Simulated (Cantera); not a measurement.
A closed system holds: 1 mol Si, 0.34 mol Cl₂, 0.12 mol O₂, 1.5 mol H₂O, at 1430 Torr.

These are equilibrium values from Cantera (NASA tables, ideal gas, pure condensed phases), not measurements of a reactor. Candidate condensed phases: H₂O, Si, SiO₂; 30 gas species. Rates play no part.

Task: At 798 K, list the 4 most abundant gas species with their mole fractions, and the condensed phases.

Result: H₂ 0.830, HCl 0.0942, SiCl₄ 0.0754, SiHCl₃ 0.000586. Condensed: SiO₂(α-quartz).
